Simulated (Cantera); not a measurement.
A closed system holds: 1 mol SiHCl₃, 4 mol NH₃, 1.9 mol N₂, equilibrated at 4.10 mbar.

Cantera equilibrium calculation (NASA polynomials, part measured and part estimated; ideal gas, pure solids and liquids). Candidate condensed phases: NH₄Cl, Si, Si₃N₄; 28 gas species. Equilibrium is a limit: real reactors are often held back by kinetics, nucleation or transport.

Over these rows the condensed part is Si₃N₄(s). Partial pressures as log10 of bar:

| T (K) | 1000/T (1/K) | log p SiCl₄ | log p H₂ | log p N₂ | log p HCl | log p SiCl₂ |
|---|---|---|---|---|---|---|
| 1248 | 0.8013 | -5.33 | -2.74 | -2.93 | -2.97 | -5.48 |
| 1323 | 0.7559 | ? | -2.73 | -2.92 | -2.98 | -4.87 |
| 1398 | 0.7153 | -5.63 | -2.73 | -2.92 | -3.01 | -4.38 |
| 1473 | 0.6789 | -5.94 | -2.72 | -2.91 | -3.07 | -4.01 |
| 1548 | 0.6460 | -6.38 | -2.71 | -2.90 | -3.15 | -3.76 |
| 1623 | 0.6161 | -6.91 | -2.70 | -2.89 | -3.27 | -3.60 |

Q: Fit log p(SiCl₄) = a + b·(1000/T) to the five rows, give the apparent enthalpy, and predict the row at 1323 K.

A: Means: 1000/T = 0.6915, log p = -6.038. Sxy = 0.167524, Sxx = 0.0205366, so b = 8.16 and a = -6.038 − (8.16)×0.6915 = -11.68.
Apparent enthalpy: −19.145 × (8.16) = -156 kJ/mol. With the condensed phases at unit activity, 2/3 N₂(g) + 2 SiCl₂(g) = SiCl₄(g) + 1/3 Si₃N₄(s) links this pressure to the main gases: over the six rows their terms move log p by +3.79 in all, so the slope isn't that reaction's ΔH° alone. The five rows lie within 0.26 of the line; that is curvature, so one enthalpy describes this range poorly.
Prediction at 1323 K: -11.68 + (8.16)×0.7559 = -5.51. The computed value is -5.45, 0.06 from the line.
